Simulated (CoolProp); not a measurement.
Vapour-liquid equilibrium of propane (1) + R236EA (2) at 62.95 °C; x and y are mole fractions of (1).

Values from CoolProp's multi-fluid Helmholtz-energy mixture model, Lemmon 2009 and Rui 2013; pair parameters Bell 2016.

| x | bubble pressure, mixture model (MPa) | bubble pressure, Raoult's law (MPa) | y, mixture model | y, Raoult's law |
|---|---|---|---|---|
| 0.05 | 0.8575 | 0.7321 | 0.237 | 0.154 |
| 0.15 | 1.208 | 0.8917 | 0.467 | 0.378 |
| 0.25 | 1.477 | 1.051 | 0.577 | 0.535 |
| 0.35 | 1.678 | 1.211 | 0.643 | 0.650 |
| 0.45 | 1.832 | 1.370 | 0.690 | 0.738 |
| 0.55 | 1.955 | 1.530 | 0.730 | 0.808 |
| 0.65 | 2.060 | 1.690 | 0.770 | 0.865 |
| 0.75 | 2.149 | 1.849 | 0.817 | 0.912 |
| 0.85 | 2.219 | 2.009 | 0.875 | 0.951 |
| 0.95 | 2.252 | 2.168 | 0.951 | 0.985 |

The largest gap from Raoult's law is +40.5 % in bubble pressure, at x = 0.25. No azeotrope shows between x = 0.05 and 0.95.

Pair parameters are fitted to limited data, so mixtures are less certain than the pure fluids.
